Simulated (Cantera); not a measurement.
A Cantera script and what it prints.

```python
import numpy as np
import cantera as ct

gas_names = """
    C CN CO CO2 C2 CCN CNC C2N2 C2O C3 C3O2 C4 C4N2 C5 N NCO NO NO2 NO3 N2 N2O O O2 O3 Pb PbO Pb2
""".split()
cond_names = """
    C(gr) Pb(cr) Pb(L) PbO(rd) PbO(yw) PbO(L) PbO2(s) Pb3O4(s)
""".split()


# ... load() reads the species with a 1 bar reference pressure and builds the phases ...
atoms = {
    'Pb': {'Pb': 1},
    'CO': {'C': 1, 'O': 1},
    'N2': {'N': 2},
}
top_T = {'C(gr)': 4500, 'Pb3O4(s)': 820}  # K; cautious upper limits of use, not melting points


# ... equilibrate(T, P, feed) seeds the gas with the atoms and calls Mixture.equilibrate('TP', solver="vcs", rtol=1e-11, max_steps=5000) ...
results = []
feed = {'Pb': 1, 'CO': 7.8, 'N2': 0.59}  # mol
P = 10000  # Pa
for T in [800, 900, 1000, 1100, 1200, 1300, 1400, 1500]:
    mix = equilibrate(T, P, feed)
    results.append((T, P, feed, dict(zip(mix.species_names, mix.species_moles))))

top = {s: max(r[3][s] / sum(r[3][g] for g in gas_names) for r in results) for s in gas_names}
cols = sorted((s for s in top if top[s] > 1e-06), key=lambda s: -top[s])[:8]
seen = [c for c in cond_names if any(r[3].get(c, 0) > 1e-12 for r in results)]
print("log10 of partial pressures in bar; condensed amounts in mol")
print(f"{'T/K':>10s}" + "".join(f"{s[:9]:>10s}" for s in cols + seen))
for T, P, feed, n in results:
    ng = sum(n[g] for g in gas_names)
    print(f"{T:10.4g}" + "".join(f"{np.log10(max(n[s] / ng * P / 1e5, 1e-99)):10.3f}" for s in cols)
          + "".join(f"{n.get(c, 0):10.4g}" for c in seen))
```

Output:

```
log10 of partial pressures in bar; condensed amounts in mol
       T/K        CO       CO2        N2        Pb       Pb2     C(gr)     Pb(L)
       800    -1.597    -1.199    -1.940    -7.212   -14.353      3.25         1
       900    -1.177    -1.607    -2.057    -5.864   -12.090     1.662    0.9999
      1000    -1.054    -2.355    -2.134    -4.791   -10.292    0.3549    0.9987
      1100    -1.036    -3.126    -2.150    -3.917    -8.831   0.06236    0.9899
      1200    -1.035    -3.794    -2.155    -3.192    -7.620   0.01354    0.9458
      1300    -1.043    -4.373    -2.164    -2.581    -6.602  0.003647    0.7739
      1400    -1.071    -4.908    -2.192    -2.060    -5.735  0.001135    0.1988
      1500    -1.081    -5.339    -2.202    -1.973    -5.713   0.00043         0
```

Equilibrium computed with Cantera from the NASA thermochemical tables; the gas is ideal and each condensed phase is pure.
